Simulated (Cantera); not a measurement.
An adiabatic, constant-volume homogeneous reactor starts with CH4 : O2 : N2 : H2O = 1 : 0.8 : 3.01 : 0.87 (molar parts), at 1225 K and 3.90 bar.

Model: GRI-Mech 3.0 (53 species, 325 reactions), integrated in Cantera.

Q: Predict: time of steepest temperature rise; temperature at 1.00 s; equilibrium temperature; x(CH4) at 1.00 s; x(O2) at 1.00 s; x(H2O) at 1.00 s; x(CO) at 1.00 s.

A: 
* **time of steepest temperature rise**: 19.0 ms
* **temperature at 1.00 s**: 2149 K
* **equilibrium temperature**: 2149 K
* **x(CH4) at 1.00 s**: 8.63e-9 (gas-phase equilibrium 9.76e-9)
* **x(O2) at 1.00 s**: 6.14e-8 (gas-phase equilibrium 6.14e-8)
* **x(H2O) at 1.00 s**: 0.193 (gas-phase equilibrium 0.193)
* **x(CO) at 1.00 s**: 0.124 (gas-phase equilibrium 0.124)
